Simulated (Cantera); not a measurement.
Charge: 1 mol (CH3)2SiCl2, 2.1 mol H2, held at 77000 Pa.

Method: chemical equilibrium by Gibbs-energy minimisation in Cantera with the NASA 1993 tables (ideal gas, pure condensed phases). Candidate condensed phases: C, C6H6, C7H8, C8H18, Si, SiC; 109 gas species. The feed counts by its element totals alone. Gases not in the tables: Si2H6 and higher silanes. Equilibrium is a limit: real reactors are often held back by kinetics, nucleation or transport.

Q: What share of the Si ends up in condensed phases as a function of T (°C), at 700, 800, 900, 1000, 1100, 1200, 1300, 1400, 1500, 1600, 1700, 1800, 1900, 2000?

A: 
| T (°C) | Si condensed (%) | as |
|---|---|---|
| 700 | 57.8 | SiC(s) |
| 800 | 64.7 | SiC(s) |
| 900 | 72.9 | SiC(s) |
| 1000 | 81.1 | SiC(s) |
| 1100 | 87.9 | SiC(s) |
| 1200 | 92.1 | SiC(s) |
| 1300 | 93.8 | SiC(s) |
| 1400 | 93.8 | SiC(s) |
| 1500 | 93.0 | SiC(s) |
| 1600 | 91.5 | SiC(s) |
| 1700 | 89.8 | SiC(s) |
| 1800 | 87.9 | SiC(s) |
| 1900 | 85.8 | SiC(s) |
| 2000 | 83.6 | SiC(s) |
